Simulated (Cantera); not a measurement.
## Thermodynamics of chemical vapour transport, feed Fe3O4 + HCl + N2 + Cl2

Charge: 1 mol Fe3O4, 0.4 mol HCl, 0.43 mol N2, 0.037 mol Cl2, held at 5600 Pa.

Cantera equilibrium calculation (NASA polynomials, part measured and part estimated; ideal gas, pure solids and liquids). Candidate condensed phases: Fe, FeCl2, FeCl3, FeO, Fe(OH)2, Fe(OH)3, Fe2O3, Fe3O4, H2O, NH4Cl; 37 gas species. Mutual solubility and eutectic melting of coexisting phases are not modelled. Condensed phases not in the tables: FeOCl. The numbers say what is thermodynamically allowed, not how fast it happens.

```tsv
T (°C)	x N2	x HCl	x FeCl2	x H2O	x O2	x Cl	x FeCl3	n FeCl2(s)	n Fe2O3(s)	n Fe3O4(s)
477	0.544	0.407	0.000248	0.0494	<1e-12	7.26e-10	8.85e-5	0.0758	0.187	0.850
627	0.501	0.454	0.0218	0.00604	<1e-12	7.49e-7	0.0152	0	0.127	0.904
777	0.499	0.437	0.0383	0.0138	8.96e-9	2.89e-5	0.0117	0	0.139	0.892
927	0.498	0.412	0.0546	0.0254	7.88e-6	0.000428	0.00851	0	0.153	0.880
1077	0.496	0.383	0.0689	0.0392	0.00147	0.00342	0.00624	0	0.151	0.877
1227	0.479	0.334	0.0834	0.0559	0.0297	0.0124	0.00335	0	0	0.974
1377	0.475	0.277	0.112	0.0820	0.0336	0.0177	0.00114	0	0	0.966
```
x: gas mole fraction; n: condensed amount in mol.

At 477 °C the condensed part is FeCl2(s) + Fe2O3(s) + Fe3O4(s). From 627 °C to 1077 °C the condensed part is Fe2O3(s) + Fe3O4(s). From 1227 °C to 1377 °C the condensed part is Fe3O4(s). The main Fe-bearing gas is FeCl2 throughout. The share of Fe in condensed phases is highest at 477 °C (100.0 %) and lowest at 1377 °C (96.6 %).
